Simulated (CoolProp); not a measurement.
Vapour-liquid equilibrium of cyclopentane (1) + octamethylcyclotetrasiloxane (D4) (2) at 0.131 MPa; x and y are mole fractions of (1).

Computed with CoolProp (multi-fluid Helmholtz-energy mixture model, Gedanitz 2015 and Thol 2015; pair parameters Bell 2016).

| x | bubble temperature (K) | y at the bubble point | dew temperature at overall composition x (K) | liquid density (mol/L) |
|---|---|---|---|---|
| 0.05 | 444.3 | 0.327 | 457.2 | 2.707 |
| 0.125 | 423.2 | 0.645 | 454.0 | ? |
| 0.2 | 405.3 | 0.812 | 450.6 | 3.278 |
| 0.275 | 390.7 | 0.897 | 447.0 | 3.588 |
| 0.35 | 378.9 | 0.941 | 443.0 | 3.922 |
| 0.425 | 369.3 | 0.965 | 438.8 | 4.289 |
| 0.5 | 361.3 | ? | 434.1 | ? |
| 0.575 | 354.5 | ? | 428.8 | 5.165 |
| 0.65 | 348.7 | 0.992 | 422.8 | 5.703 |
| 0.725 | 343.7 | 0.995 | 415.7 | 6.334 |
| 0.8 | 339.3 | ? | ? | 7.088 |
| 0.875 | 335.5 | 0.999 | 395.2 | 8.007 |
| 0.95 | 332.3 | 1.000 | 375.8 | ? |

Q: Complete the blanks.

A: 
- 0.125, liquid density (mol/L): 2.985
- 0.5, y at the bubble point: 0.979
- 0.5, liquid density (mol/L): 4.699
- 0.575, y at the bubble point: 0.987
- 0.8, y at the bubble point: 0.998
- 0.8, dew temperature at overall composition x (K): 407.0
- 0.95, liquid density (mol/L): 9.152

No azeotrope shows between x = 0.05 and 0.95.

The pair parameters rest on a limited set of measurements; away from them the model extrapolates.
